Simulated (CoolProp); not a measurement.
Vapour-liquid equilibrium of R114 (1) + R113 (2) at 305.2 K; x and y are mole fractions of (1).

Computed with CoolProp (multi-fluid Helmholtz-energy mixture model, Platzer 1990 and Marx 1992; pair parameters Bell 2016). This equation is an older, rougher fit; its heat capacities, sound speeds and derivatives of the liquid may be far off and weren't checked against measurements.

| x | bubble pressure, mixture model (MPa) | bubble pressure, Raoult's law (MPa) | y, mixture model | y, Raoult's law |
|---|---|---|---|---|
| 0.05 | 0.06883 | 0.06915 | ___ | 0.193 |
| 0.15 | ___ | 0.09001 | ___ | 0.446 |
| 0.25 | 0.1102 | 0.1109 | ___ | 0.603 |
| 0.35 | 0.1311 | 0.1317 | 0.699 | 0.710 |
| 0.45 | 0.1520 | 0.1526 | 0.777 | 0.788 |
| 0.55 | ___ | 0.1735 | 0.837 | 0.848 |
| 0.65 | 0.1936 | 0.1943 | 0.885 | 0.894 |
| 0.75 | ___ | 0.2152 | 0.924 | 0.932 |
| 0.85 | 0.2353 | 0.2361 | 0.957 | 0.963 |
| 0.95 | ___ | 0.2569 | 0.987 | 0.989 |

**Question.** Some entries are withheld; supply them.

**Answer.** 
- 0.05, y, mixture model: 0.186
- 0.15, bubble pressure, mixture model (MPa): 0.08940
- 0.15, y, mixture model: 0.434
- 0.25, y, mixture model: 0.591
- 0.55, bubble pressure, mixture model (MPa): 0.1729
- 0.75, bubble pressure, mixture model (MPa): 0.2144
- 0.95, bubble pressure, mixture model (MPa): 0.2566

The largest gap from Raoult's law is -0.7 % in bubble pressure, at x = 0.15. No azeotrope shows between x = 0.05 and 0.95.

Pair parameters are fitted to limited data, so mixtures are less certain than the pure fluids.
